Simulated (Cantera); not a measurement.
Cantera run, input and output.

```python
import numpy as np
import cantera as ct

gas = ct.Solution("gri30.yaml")
gas.TPX = 1675, 260, {'CH4': 1, 'N2': 190}
reactor = ct.IdealGasConstPressureReactor(gas, energy="off", clone=False)
net = ct.ReactorNet([reactor])
net.rtol, net.atol = 1e-08, 1e-18
show = ['CH4', 'HCN', 'H2', 'C2H6', 'CH3', 'CH2']
times = np.geomspace(1e-05, 10, 14)

steps = ct.SolutionArray(gas, extra=["t"])
rows = []
print(f"{'t/s':>10s}{'T/K':>9s}{'P/Pa':>11s}" + "".join(f"{s:>11s}" for s in show))
for t in times:
    while net.time < t:
        t_next = net.step()
        steps.append(gas.state, t=t_next)
    rows.append([np.interp(t, steps.t, y) for y in (steps.T, steps.P, *steps(*show).X.T)])
    print(f"{t:10.3e}{rows[-1][0]:9.1f}{rows[-1][1]:11.4g}" + "".join(f"{x:11.3e}" for x in rows[-1][2:]))
rate = np.gradient(steps.T, steps.t)
print("integrator steps:", len(steps.t))
if steps.T.max() > steps.T[0] + 200:
    print(f"time of steepest temperature rise: {steps.t[rate.argmax()]:.4e} s")
gas.TPX = 1675, 260, {'CH4': 1, 'N2': 190}
gas.equilibrate("TP")
print(f"equilibrium (TP): T = {gas.T:.1f} K  " + "  ".join(f"{s} {gas[s].X[0]:.3e}" for s in show))
```

It prints:

```
       t/s      T/K       P/Pa        CH4        HCN         H2       C2H6        CH3        CH2
 1.000e-05   1675.0        260  5.236e-03  3.923e-22  2.089e-12  1.473e-21  1.003e-09  7.526e-19
 2.894e-05   1675.0        260  5.236e-03  8.984e-21  1.735e-11  3.480e-20  2.913e-09  8.165e-18
 8.377e-05   1675.0        260  5.236e-03  2.091e-19  1.459e-10  8.871e-19  8.528e-09  1.266e-16
 2.424e-04   1675.0        260  5.236e-03  4.066e-18  1.182e-09  2.161e-17  2.544e-08  2.390e-15
 7.017e-04   1675.0        260  5.236e-03  6.523e-17  9.308e-09  5.828e-16  7.952e-08  5.223e-14
 2.031e-03   1675.0        260  5.235e-03  8.279e-16  6.596e-08  1.770e-14  2.692e-07  1.128e-12
 5.878e-03   1675.0        260  5.235e-03  9.654e-15  3.681e-07  5.654e-13  9.561e-07  1.912e-11
 1.701e-02   1675.0        260  5.232e-03  1.110e-13  1.462e-06  1.382e-11  3.162e-06  1.922e-10
 4.924e-02   1675.0        260  5.226e-03  1.330e-12  4.710e-06  2.033e-10  9.595e-06  1.295e-09
 1.425e-01   1675.0        260  5.207e-03  2.187e-11  1.481e-05  2.097e-09  2.812e-05  8.157e-09
 4.125e-01   1675.0        260  5.134e-03  4.921e-10  6.283e-05  1.821e-08  8.030e-05  5.098e-08
 1.194e+00   1675.0        260  4.613e-03  3.054e-08  6.314e-04  1.082e-07  1.936e-04  2.561e-07
 3.455e+00   1675.0        260  2.346e-03  1.091e-06  4.044e-03  7.769e-08  1.631e-04  4.012e-07
 1.000e+01   1675.0        260  6.368e-04  5.998e-06  6.778e-03  9.938e-09  5.853e-05  2.343e-07
integrator steps: 640
equilibrium (TP): T = 1675.0 K  CH4 2.471e-09  HCN 5.046e-03  H2 7.712e-03  C2H6 4.974e-18  CH3 1.309e-09  CH2 3.444e-11
```

Cantera simulation using GRI-Mech 3.0 (53 species, 325 reactions); the numbers are that mechanism's predictions, not measurements. GRI-Mech 3.0 stops at C3 and has no aromatics, soot or wall deposition, so with more carbon than oxygen in the feed, carbon stays in small species such as C2H2 where larger ones or solid carbon would form. Radical loss at walls, strong at low pressure, is not modelled.
